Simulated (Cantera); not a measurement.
# Stirred combustor or abatement burner

A perfectly stirred reactor is fed with CH₄ : C₂H₆ : O₂ : N₂ : H₂O = 1 : 0.15 : 2.69 : 10.1 : 0.63 (molar parts), at 0.360 bar; it is adiabatic with a 775 K inlet, and is followed from long to short residence time, starting on the burning branch (τ in s: 0.37, 0.15, 0.059, 0.023, 0.0092, 0.0037, 0.0014, 0.00057, 0.00023, 9e-05, 3.6e-05, 1.4e-05, 5.6e-06).

Detailed kinetics in Cantera: GRI-Mech 3.0 (53 species, 325 reactions).

```tsv
τ (s)	T (K)	x CH₄	x C₂H₆	x O₂	x CO	x CH₂CO	x NO
0.37	2327	7.22e-7	1.30e-8	0.0173	0.0139	7.36e-9	0.00347
0.15	2321	1.69e-6	3.19e-8	0.0180	0.0144	1.85e-8	0.00268
0.059	2304	3.87e-6	8.07e-8	0.0192	0.0156	4.86e-8	0.00171
0.023	2269	8.39e-6	2.06e-7	0.0210	0.0177	1.30e-7	0.000910
0.0092	2213	1.71e-5	5.02e-7	0.0235	0.0208	3.19e-7	0.000440
0.0037	2142	3.53e-5	1.19e-6	0.0262	0.0241	7.06e-7	0.000207
0.0014	2063	8.14e-5	2.98e-6	0.0292	0.0274	1.52e-6	9.99e-5
0.00057	1995	0.000191	7.24e-6	0.0323	0.0309	3.14e-6	5.71e-5
0.00023	1931	0.000510	1.96e-5	0.0371	0.0364	7.47e-6	3.50e-5
9.0e-5	1828	0.00221	8.59e-5	0.0514	0.0497	3.10e-5	1.67e-5
3.6e-5	775	0.0686	0.0103	0.185	<1e-12	<1e-12	<1e-12
1.4e-5	775	0.0686	0.0103	0.185	<1e-12	<1e-12	<1e-12
5.6e-6	775	0.0686	0.0103	0.185	<1e-12	<1e-12	<1e-12
```
x: mole fraction; the columns are a selection and need not sum to one.
